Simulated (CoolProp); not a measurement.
Vapour-liquid equilibrium of cis-2-butene (1) + acetone (2) at 0.044 MPa; x and y are mole fractions of (1).

The numbers come from the multi-fluid Helmholtz-energy mixture model, Lemmon 2005 and Lemmon 2006; pair parameters Bell 2016 in CoolProp.

```csv
x,bubble temperature (°C),y at the bubble point,dew temperature at overall composition x (°C),liquid density (mol/L)
0.05,18.0,0.505,32.4,13.49
0.15,1.3,0.798,29.8,13.50
0.25,-6.1,0.875,26.9,13.34
0.35,-9.7,0.904,23.8,13.13
0.45,-11.5,0.918,20.2,12.89
0.55,?,0.926,16.1,12.66
0.65,-13.1,0.933,11.2,12.43
0.75,-13.8,0.941,?,12.22
0.85,-14.7,0.954,-3.4,12.03
0.95,-15.7,0.979,-14.5,?
```

Task: Complete the blanks.

Result: 
- 0.55, bubble temperature (°C): -12.5
- 0.75, dew temperature at overall composition x (°C): 5.0
- 0.95, liquid density (mol/L): 11.87

No azeotrope shows between x = 0.05 and 0.95.

The pair parameters rest on a limited set of measurements; away from them the model extrapolates. With so large a gap from Raoult's law the liquid may split in two, which this calculation doesn't test in full.
